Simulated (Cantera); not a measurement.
Cantera run, input and output.

```python
import numpy as np
import cantera as ct

gas = ct.Solution("gri30.yaml")
gas.TPX = 1450, 1400000, {'CH4': 1, 'O2': 5.41, 'N2': 20.3, 'C2H6': 0.091}
reactor = ct.IdealGasReactor(gas, energy="on", clone=False)
net = ct.ReactorNet([reactor])
net.rtol, net.atol = 1e-08, 1e-16
show = ['CH4', 'O2', 'HCO', 'C2H', 'C2H2', 'CH2O', 'NO']
times = np.geomspace(2e-06, 5, 16)

steps = ct.SolutionArray(gas, extra=["t"])
rows = []
print(f"{'t/s':>10s}{'T/K':>9s}{'P/Pa':>11s}" + "".join(f"{s:>11s}" for s in show))
for t in times:
    while net.time < t:
        t_next = net.step()
        steps.append(gas.state, t=t_next)
    rows.append([np.interp(t, steps.t, y) for y in (steps.T, steps.P, *steps(*show).X.T)])
    print(f"{t:10.3e}{rows[-1][0]:9.1f}{rows[-1][1]:11.4g}" + "".join(f"{x:11.3e}" for x in rows[-1][2:]))
rate = np.gradient(steps.T, steps.t)
print("integrator steps:", len(steps.t))
if steps.T.max() > steps.T[0] + 200:
    print(f"time of steepest temperature rise: {steps.t[rate.argmax()]:.4e} s")
gas.TPX = 1450, 1400000, {'CH4': 1, 'O2': 5.41, 'N2': 20.3, 'C2H6': 0.091}
gas.equilibrate("UV")
print(f"equilibrium (UV): T = {gas.T:.1f} K  " + "  ".join(f"{s} {gas[s].X[0]:.3e}" for s in show))
```

Result:

```
       t/s      T/K       P/Pa        CH4         O2        HCO        C2H       C2H2       CH2O         NO
 2.000e-06   1449.9    1.4e+06  3.731e-02  2.019e-01  5.674e-12  3.882e-20  4.007e-12  6.535e-07  1.476e-15
 5.340e-06   1449.9    1.4e+06  3.730e-02  2.018e-01  6.413e-11  3.774e-18  1.116e-10  5.235e-06  1.190e-14
 1.426e-05   1450.2    1.4e+06  3.721e-02  2.017e-01  1.612e-09  1.172e-15  6.025e-09  5.785e-05  1.568e-13
 3.807e-05   1465.8  1.416e+06  3.523e-02  1.997e-01  1.607e-07  3.120e-12  1.383e-06  9.886e-04  1.134e-11
 1.017e-04   2548.8  2.472e+06  1.970e-16  1.133e-01  4.785e-10  2.964e-21  1.564e-19  4.412e-12  3.999e-04
 2.714e-04   2545.1  2.469e+06  8.858e-19  1.126e-01  4.635e-10  9.293e-25  3.536e-23  4.284e-12  1.925e-03
 7.248e-04   2536.8   2.46e+06  8.044e-19  1.109e-01  4.312e-10  7.623e-25  2.992e-23  4.016e-12  5.331e-03
 1.935e-03   2523.1  2.447e+06  6.830e-19  1.082e-01  3.826e-10  5.398e-25  2.227e-23  3.607e-12  1.091e-02
 5.167e-03   2512.0  2.436e+06  5.966e-19  1.060e-01  3.470e-10  4.070e-25  1.747e-23  3.305e-12  1.538e-02
 1.380e-02   2510.0  2.434e+06  5.817e-19  1.056e-01  3.408e-10  3.862e-25  1.670e-23  3.252e-12  1.620e-02
 3.684e-02   2510.0  2.434e+06  5.816e-19  1.056e-01  3.408e-10  3.861e-25  1.669e-23  3.252e-12  1.620e-02
 9.837e-02   2510.0  2.434e+06  5.816e-19  1.056e-01  3.408e-10  3.861e-25  1.669e-23  3.252e-12  1.620e-02
 2.627e-01   2510.0  2.434e+06  5.816e-19  1.056e-01  3.408e-10  3.861e-25  1.669e-23  3.252e-12  1.620e-02
 7.013e-01   2510.0  2.434e+06  5.816e-19  1.056e-01  3.408e-10  3.861e-25  1.669e-23  3.252e-12  1.620e-02
 1.873e+00   2510.0  2.434e+06  5.816e-19  1.056e-01  3.408e-10  3.861e-25  1.669e-23  3.252e-12  1.620e-02
 5.000e+00   2510.0  2.434e+06  5.816e-19  1.056e-01  3.408e-10  3.861e-25  1.669e-23  3.252e-12  1.620e-02
integrator steps: 1738
time of steepest temperature rise: 6.1069e-05 s
equilibrium (UV): T = 2510.0 K  CH4 8.529e-19  O2 1.056e-01  HCO 3.408e-10  C2H 4.312e-25  C2H2 1.964e-23  CH2O 3.252e-12  NO 1.620e-02
```

Cantera simulation using GRI-Mech 3.0 (53 species, 325 reactions); the numbers are that mechanism's predictions, not measurements. The pressure lies above the range GRI-Mech 3.0 was tuned for (to about 10 atm).
